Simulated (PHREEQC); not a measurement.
Solution (25 °C): 0.012 mol CuCl2, 4.7e-05 mol HBF4 and 0.0016 mol H3BO3 per kg of water. It is in equilibrium with CO2 at log p = -3.4 (atm). Otherwise closed; pH follows from the charge balance.

The numbers come from PHREEQC with the ion-association model, phreeqc.dat.

Each row changes one thing in this solution. Precipitation was switched off in this run.

| case | pH | F- (mol/kgw) | HF (mol/kgw) | BF2(OH)2- (mol/kgw) | BF(OH)3- (mol/kgw) | HCO3- (mol/kgw) |
|---|---|---|---|---|---|---|
| as made | 3.85 | 0.000146 | 2.56e-5 | 1.77e-7 | 9.56e-8 | 5.02e-8 |
| H3BO3 left out | 3.85 | 0.000146 | 2.57e-5 | 5.07e-9 | 2.74e-9 | 5.01e-8 |
| CuCl2 replaced by ZnCl2 at the same molality | 3.85 | 0.000149 | 2.60e-5 | 1.83e-7 | 9.78e-8 | 5.06e-8 |
| H3BO3 from 0.0016 to 0.00032 mol/kgw | 3.85 | 0.000146 | 2.57e-5 | 3.95e-8 | 2.13e-8 | 5.01e-8 |
| diluted 5-fold with water | 4.46 | 3.49e-5 | 1.64e-6 | 5.37e-10 | ___ | 1.91e-7 |
| HBF4 from 4.7e-05 to 5.17e-05 mol/kgw | 3.81 | 0.000159 | 3.03e-5 | 2.27e-7 | ___ | ___ |

Task: Complete the blanks.

Result: 
- diluted 5-fold with water, BF(OH)3- (mol/kgw): 4.57e-9
- HBF4 from 4.7e-05 to 5.17e-05 mol/kgw, BF(OH)3- (mol/kgw): 1.04e-7
- HBF4 from 4.7e-05 to 5.17e-05 mol/kgw, HCO3- (mol/kgw): 4.62e-8

Real BF4- forms and hydrolyses slowly; the run takes it at equilibrium.
